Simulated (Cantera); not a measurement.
Cantera run, input and output.

```python
import numpy as np
import cantera as ct

gas = ct.Solution("gri30.yaml")
gas.TPX = 1425, 101325, {'CH4': 1, 'CO': 0.033, 'O2': 3.88, 'N2': 14.6}
reactor = ct.IdealGasReactor(gas, energy="on", clone=False)
net = ct.ReactorNet([reactor])
net.rtol, net.atol = 1e-08, 1e-16
show = ['CH4', 'CO', 'O2', 'HO2', 'C2H6', 'OH']
times = np.geomspace(3e-06, 0.1, 10)

steps = ct.SolutionArray(gas, extra=["t"])
rows = []
print(f"{'t/s':>10s}{'T/K':>9s}{'P/Pa':>11s}" + "".join(f"{s:>11s}" for s in show))
for t in times:
    while net.time < t:
        t_next = net.step()
        steps.append(gas.state, t=t_next)
    rows.append([np.interp(t, steps.t, y) for y in (steps.T, steps.P, *steps(*show).X.T)])
    print(f"{t:10.3e}{rows[-1][0]:9.1f}{rows[-1][1]:11.4g}" + "".join(f"{x:11.3e}" for x in rows[-1][2:]))
rate = np.gradient(steps.T, steps.t)
print("integrator steps:", len(steps.t))
if steps.T.max() > steps.T[0] + 200:
    print(f"time of steepest temperature rise: {steps.t[rate.argmax()]:.4e} s")
gas.TPX = 1425, 101325, {'CH4': 1, 'CO': 0.033, 'O2': 3.88, 'N2': 14.6}
gas.equilibrate("UV")
print(f"equilibrium (UV): T = {gas.T:.1f} K  " + "  ".join(f"{s} {gas[s].X[0]:.3e}" for s in show))
```

Output:

```
       t/s      T/K       P/Pa        CH4         CO         O2        HO2       C2H6         OH
 3.000e-06   1425.0  1.013e+05  5.125e-02  1.691e-03  1.988e-01  4.981e-08  1.070e-13  1.957e-09
 9.543e-06   1425.0  1.013e+05  5.125e-02  1.691e-03  1.988e-01  1.569e-07  4.214e-12  2.949e-09
 3.035e-05   1425.0  1.013e+05  5.125e-02  1.691e-03  1.988e-01  4.833e-07  1.628e-10  6.011e-09
 9.655e-05   1425.0  1.013e+05  5.124e-02  1.691e-03  1.988e-01  1.380e-06  7.851e-09  1.936e-08
 3.071e-04   1425.0  1.013e+05  5.121e-02  1.691e-03  1.988e-01  2.979e-06  7.378e-07  1.033e-07
 9.769e-04   1428.3  1.016e+05  5.054e-02  1.737e-03  1.984e-01  9.162e-06  9.865e-05  9.169e-07
 3.107e-03   2586.2  1.857e+05  3.434e-18  6.432e-03  9.162e-02  1.070e-05  2.399e-34  1.260e-02
 9.884e-03   2569.5  1.844e+05  3.016e-18  6.132e-03  8.701e-02  9.892e-06  1.901e-34  1.190e-02
 3.144e-02   2565.2  1.841e+05  2.914e-18  6.056e-03  8.584e-02  9.692e-06  1.788e-34  1.172e-02
 1.000e-01   2565.2  1.841e+05  2.913e-18  6.056e-03  8.583e-02  9.690e-06  1.787e-34  1.172e-02
integrator steps: 1815
time of steepest temperature rise: 1.8817e-03 s
equilibrium (UV): T = 2565.2 K  CH4 4.252e-18  CO 6.056e-03  O2 8.583e-02  HO2 9.690e-06  C2H6 3.408e-34  OH 1.172e-02
```

Computed with Cantera and GRI-Mech 3.0 (53 species, 325 reactions).
